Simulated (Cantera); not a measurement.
A freely propagating, adiabatic, planar premixed flame of H2 : O2 : N2 = 1 : 0.562 : 2.11 (molar parts), equivalence ratio 0.89, unburnt at 650 K and 140000 Pa; multicomponent+Soret transport, grid criteria slope 0.08 and curve 0.16, no radiation.

Model: the H2/O2 subset of GRI-Mech 3.0, which has no nitrogen chemistry, integrated in Cantera. Burning velocities carry a grid error of a few per cent, more on coarse grids.

Predict: laminar burning velocity; thermal thickness; peak x(O); peak x(H); peak x(H2O2).


```
Item                        Result
------------------------  --------
laminar burning velocity  752 cm/s
thermal thickness         0.306 mm
peak x(O)                   0.0143
peak x(H)                   0.0464
peak x(H2O2)               1.66e-5
```
